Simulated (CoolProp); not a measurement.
Vapour-liquid equilibrium of CH2F2 (R32) (1) + R134a (2) at -47.65 °C; x and y are mole fractions of (1).

Computed with CoolProp (multi-fluid Helmholtz-energy mixture model, Tillner-Roth 1997 and Tillner-Roth 1994; pair parameters Lemmon 2004).

Give the bubble pressure and the first vapour's composition at x = 0.25, 0.35, 0.45. Is there an azeotrope?

x = 0.25: 0.05721 MPa, y = 0.549; x = 0.35: 0.06621 MPa, y = 0.658; x = 0.45: 0.07507 MPa, y = 0.742. No azeotrope shows between x = 0.05 and 0.95.

The pair parameters rest on a limited set of measurements; away from them the model extrapolates.
